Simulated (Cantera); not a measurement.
## borazine + H2O (boron, boron nitride and boron oxide)

A closed system holds: 1 mol borazine, 11 mol H2O, at 2325 K.

These are equilibrium values from Cantera (NASA tables, ideal gas, pure condensed phases), not measurements of a reactor. Candidate condensed phases: B, BN, B2O3, B3O3H3, H2O; 39 gas species. The feed counts by its element totals alone. Kinetics and transport are ignored.

```csv
P (Pa),x H,x H2,x H2O,x HBO2,x N2,x O,x OH,x BO,x BO2,x O2,x B2O3
10,0.453,0.169,0.0874,0.0439,0.0557,0.0708,0.0390,0.0366,0.0235,0.0153,0.00359
28,0.322,0.240,0.164,0.0757,0.0661,0.0333,0.0366,0.0240,0.0204,0.00947,0.00572
77,0.216,0.298,0.224,0.102,0.0742,0.0134,0.0271,0.0158,0.0148,0.00420,0.00749
220,0.138,0.345,0.262,0.120,0.0797,0.00474,0.0175,0.0102,0.00960,0.00150,0.00893
600,0.0873,0.378,0.282,0.131,0.0830,0.00171,0.0109,0.00653,0.00608,0.000532,0.00993
1700,0.0534,0.401,0.294,0.138,0.0851,0.000591,0.00653,0.00406,0.00370,0.000181,0.0106
4600,0.0330,0.415,0.300,0.143,0.0863,0.000216,0.00398,0.00253,0.00228,6.50e-5,0.0111
13000,0.0199,0.424,0.304,0.146,0.0871,7.56e-5,0.00237,0.00153,0.00137,2.26e-5,0.0114
36000,0.0120,0.429,0.306,0.147,0.0875,2.71e-5,0.00143,0.000931,0.000826,8.05e-6,0.0115
100000,0.00724,0.433,0.307,0.148,0.0878,9.73e-6,0.000857,0.000563,0.000497,2.88e-6,0.0116
```
x: gas mole fraction; nothing condenses.

From 10.0 Pa to 100000 Pa nothing is condensed. The main B-bearing gas is HBO2 throughout.
